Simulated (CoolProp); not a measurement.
Vapour-liquid equilibrium of n-hexane (1) + hexamethyldisiloxane (MM) (2) at 367.6 K; x and y are mole fractions of (1).

The numbers come from the multi-fluid Helmholtz-energy mixture model, Thol 2019 and Thol 2016; pair parameters Bell 2016 in CoolProp.

```json
[
 {"x": "0.05", "bubble pressure (bar)": "0.8998", "y at the bubble point": "0.102", "dew pressure at overall composition x (bar)": "0.8721", "liquid density (mol/L)": "4.289"},
 {"x": "0.15", "bubble pressure (bar)": "1.004", "y at the bubble point": "0.274", "dew pressure at overall composition x (bar)": "0.9267", "liquid density (mol/L)": "4.477"},
 {"x": "0.25", "bubble pressure (bar)": "1.108", "y at the bubble point": "0.416", "dew pressure at overall composition x (bar)": "0.9879", "liquid density (mol/L)": "4.678"},
 {"x": "0.35", "bubble pressure (bar)": "1.218", "y at the bubble point": "0.537", "dew pressure at overall composition x (bar)": "1.057", "liquid density (mol/L)": "4.895"},
 {"x": "0.45", "bubble pressure (bar)": "1.334", "y at the bubble point": "0.643", "dew pressure at overall composition x (bar)": "1.137", "liquid density (mol/L)": "5.130"},
 {"x": "0.55", "bubble pressure (bar)": "1.460", "y at the bubble point": "0.736", "dew pressure at overall composition x (bar)": "1.230", "liquid density (mol/L)": "…"},
 {"x": "0.65", "bubble pressure (bar)": "1.596", "y at the bubble point": "0.816", "dew pressure at overall composition x (bar)": "1.342", "liquid density (mol/L)": "5.656"},
 {"x": "0.75", "bubble pressure (bar)": "1.741", "y at the bubble point": "0.883", "dew pressure at overall composition x (bar)": "1.482", "liquid density (mol/L)": "…"},
 {"x": "0.85", "bubble pressure (bar)": "…", "y at the bubble point": "0.938", "dew pressure at overall composition x (bar)": "…", "liquid density (mol/L)": "6.275"},
 {"x": "0.95", "bubble pressure (bar)": "2.052", "y at the bubble point": "0.982", "dew pressure at overall composition x (bar)": "1.934", "liquid density (mol/L)": "6.624"}
]
```

Question: What belongs in the gaps?

Answer: 
- 0.55, liquid density (mol/L): 5.383
- 0.75, liquid density (mol/L): 5.953
- 0.85, bubble pressure (bar): 1.895
- 0.85, dew pressure at overall composition x (bar): 1.666

No azeotrope shows between x = 0.05 and 0.95.

Pair parameters are fitted to limited data, so mixtures are less certain than the pure fluids.
